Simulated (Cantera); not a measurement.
Charge: 1 mol SiCl4, 1.1 mol N2O, 100 mol N2, at 23.0 Pa.

Method: chemical equilibrium by Gibbs-energy minimisation in Cantera with the NASA 1993 tables (ideal gas, pure condensed phases). Candidate condensed phases: Si, SiO2, Si2N2O, Si3N4; 23 gas species. The tables' values for SiCl3, SiO2 are old estimates; treat these amounts as uncertain. The tables hold silica as quartz up to 1696 K and as liquid above; real silica turns to tridymite and cristobalite and melts near 1996 K. The numbers say what is thermodynamically allowed, not how fast it happens.

x: gas mole fraction; n: condensed amount in mol.

| T (K) | x N2 | x Cl | x SiO | x Cl2 | n SiO2(β-quartz) | n SiO2(condensed) |
|---|---|---|---|---|---|---|
| 1048 | 0.983 | 0.00465 | <1e-12 | [?] | 0.550 | 0 |
| 1148 | 0.979 | 0.0120 | 1.04e-12 | [?] | 0.550 | 0 |
| 1248 | 0.976 | 0.0185 | 1.02e-9 | [?] | 0.550 | 0 |
| 1348 | 0.975 | 0.0207 | 5.99e-7 | [?] | 0.550 | 0 |
| 1448 | 0.973 | 0.0221 | 0.000143 | [?] | 0.543 | 0 |
| 1548 | 0.962 | 0.0318 | 0.00435 | [?] | 0.321 | 0 |
| 1648 | 0.954 | 0.0376 | 0.00843 | [?] | 0.103 | 0 |
| 1748 | 0.954 | 0.0377 | 0.00850 | [?] | 0 | 0.0979 |
| 1848 | 0.952 | 0.0377 | 0.00922 | [?] | 0 | 0.0146 |
| 1948 | 0.952 | 0.0377 | 0.00939 | [?] | 0 | 0 |
| 2048 | 0.952 | 0.0377 | 0.00941 | [?] | 0 | 0 |
| 2148 | 0.952 | 0.0377 | 0.00941 | [?] | 0 | 0 |

Task: Complete the blanks.

Result: 
- 1048, x Cl2: 0.00837
- 1148, x Cl2: 0.00464
- 1248, x Cl2: 0.00135
- 1348, x Cl2: 0.000280
- 1448, x Cl2: 6.79e-5
- 1548, x Cl2: 3.64e-5
- 1648, x Cl2: 1.55e-5
- 1748, x Cl2: 5.42e-6
- 1848, x Cl2: 2.11e-6
- 1948, x Cl2: 9.02e-7
- 2048, x Cl2: 4.19e-7
- 2148, x Cl2: 2.09e-7
